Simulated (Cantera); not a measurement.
Feed: 1 mol PbS, 0.41 mol H2, equilibrated at 3.20 mbar.

Cantera equilibrium calculation (NASA polynomials, part measured and part estimated; ideal gas, pure solids and liquids). Candidate condensed phases: Pb, PbS, S; 10 gas species. Mutual solubility and eutectic melting of coexisting phases are not modelled. Gases not in the tables: S3 to S7. Kinetics and transport are ignored.

x: gas mole fraction; n: condensed amount in mol.

```json
[
 {"T (K)": "625", "x H2": "1.000", "x PbS": "2.88e-9", "x Pb": "7.29e-9", "x S2": "<1e-12", "x H2S": "7.29e-5", "n PbS(s)": "1.000", "n Pb(l)": "0"},
 {"T (K)": "725", "x H2": "0.999", "x PbS": "(withheld)", "x Pb": "(withheld)", "x S2": "(withheld)", "x H2S": "(withheld)", "n PbS(s)": "1.000", "n Pb(l)": "(withheld)"},
 {"T (K)": "825", "x H2": "0.997", "x PbS": "9.87e-5", "x Pb": "4.48e-5", "x S2": "1.19e-9", "x H2S": "0.00259", "n PbS(s)": "0.999", "n Pb(l)": "0.00104"},
 {"T (K)": "925", "x H2": "0.988", "x PbS": "0.00322", "x Pb": "0.000835", "x S2": "2.10e-7", "x H2S": "0.00834", "n PbS(s)": "0.995", "n Pb(l)": "0.00309"},
 {"T (K)": "1025", "x H2": "0.919", "x PbS": "(withheld)", "x Pb": "(withheld)", "x S2": "(withheld)", "x H2S": "(withheld)", "n PbS(s)": "0.969", "n Pb(l)": "(withheld)"},
 {"T (K)": "1125", "x H2": "0.428", "x PbS": "0.503", "x Pb": "0.0352", "x S2": "0.00111", "x H2S": "0.0329", "n PbS(s)": "0.521", "n Pb(l)": "0"},
 {"T (K)": "1225", "x H2": "0.261", "x PbS": "0.655", "x Pb": "0.0473", "x S2": "0.00994", "x H2S": "0.0272", "n PbS(s)": "0", "n Pb(l)": "0"},
 {"T (K)": "1325", "x H2": "0.261", "x PbS": "0.618", "x Pb": "0.0732", "x S2": "0.0252", "x H2S": "0.0222", "n PbS(s)": "0", "n Pb(l)": "0"},
 {"T (K)": "1425", "x H2": "0.259", "x PbS": "0.564", "x Pb": "0.112", "x S2": "0.0468", "x H2S": "0.0169", "n PbS(s)": "0", "n Pb(l)": "0"}
]
```

Task: Some entries are withheld; supply them.

Result: 
- 1025, x PbS: 0.0521
- 1025, x Pb: 0.00869
- 1025, x S2: 1.33e-5
- 1025, x H2S: 0.0198
- 1025, n Pb(l): 0.00485
- 725, x PbS: 1.12e-6
- 725, x Pb: 1.05e-6
- 725, x S2: 1.57e-12
- 725, x H2S: 0.000564
- 725, n Pb(l): 0.000231
